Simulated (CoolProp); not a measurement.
Computed with CoolProp (reference Helmholtz-energy equation of state, Akasaka 2023).

Question: For R1336mzz(E), give the phase and the density (kg/m³), Joule-Thomson coefficient (K/MPa), isothermal compressibility (1/MPa), fugacity coefficient at 136.85 °C and 2.85 MPa; 136.85 °C and 5.7 MPa.

Answer: 
- 136.85 °C and 2.85 MPa: supercritical; density 286, Joule-Thomson coefficient 19.5, isothermal compressibility 1.23, fugacity coefficient 0.668
- 136.85 °C and 5.7 MPa: supercritical; density 906, Joule-Thomson coefficient 1.42, isothermal compressibility 0.0433, fugacity coefficient 0.405
